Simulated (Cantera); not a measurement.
Input (Python, Cantera) and output of one run.

```python
import numpy as np
import cantera as ct

gas_names = [...]  # 92 gases of nasa_gas.yaml made of C, H, N
cond_names = """
    C(gr) C6H6(L) C7H8(L) C8H18(L),n-octa
""".split()


# ... load() reads the species with a 1 bar reference pressure and builds the phases ...
atoms = {
    'C2H2': {'C': 2, 'H': 2},
    'NH3': {'N': 1, 'H': 3},
}
top_T = {'C(gr)': 4500}  # K; cautious upper limits of use, not melting points


# ... equilibrate(T, P, feed) seeds the gas with the atoms and calls Mixture.equilibrate('TP', solver="vcs", rtol=1e-11, max_steps=5000) ...
results = []
feed = {'C2H2': 1, 'NH3': 0.16}  # mol
T = 848  # K
P = 2400  # Pa
mix = equilibrate(T, P, feed)
results.append((T, P, feed, dict(zip(mix.species_names, mix.species_moles))))
x = sorted(zip(gas.X, gas.species_names), reverse=True)
print(f"T = {T:g} K  P = {P:g} Pa  gas = {mix.phase_moles(0):.4g} mol")
print("   x: " + "  ".join(f"{s} {v:.3e}" for v, s in x if v > 0.001))
print("   condensed (mol): " + ("  ".join(f"{mix.phase(i).name} {mix.phase_moles(i):.4g}"
      for i in range(1, mix.n_phases) if mix.phase_moles(i) > 1e-12) or "none"))
```

Result:

```
T = 848 K  P = 2400 Pa  gas = 1.303 mol
   x: H2 9.254e-01  N2 6.140e-02  CH4 1.317e-02
   condensed (mol): C(gr) 1.983
```

Equilibrium computed with Cantera from the NASA thermochemical tables; the gas is ideal and each condensed phase is pure.
